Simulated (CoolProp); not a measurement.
A single-stage vapour-compression cycle with R13: evaporating at 212.15 K (dew point), condensing at 247.15 K (bubble point), superheat 8 K, subcooling 0 K, compressor efficiency 0.6, no pressure losses. Each further row changes one setting.

Computed with CoolProp (reference Helmholtz-energy equation of state, Platzer 1990). This equation is an older, rougher fit; its heat capacities, sound speeds and derivatives of the liquid may be far off and weren't checked against measurements.

| case | cooling COP | pressure ratio | discharge temperature (K) | refrigerating effect (kJ/kg) | volumetric capacity (kJ/m³) |
|---|---|---|---|---|---|
| as stated | 2.96 | 3.55 | 289.7 | 109 | 1800 |
| evaporating temperature 217.15 K | 3.61 | 2.88 | 283.7 | 111 | 2230 |
| condensing temperature 242.15 K | 3.56 | 3.03 | 280.9 | 114 | 1880 |
| subcooling 5 K | 3.10 | 3.55 | 289.7 | 114 | 1880 |
| superheat 18 K | 2.95 | 3.55 | 301.1 | 115 | 1790 |
| compressor efficiency 0.5 | 2.46 | 3.55 | 300.2 | 109 | 1800 |
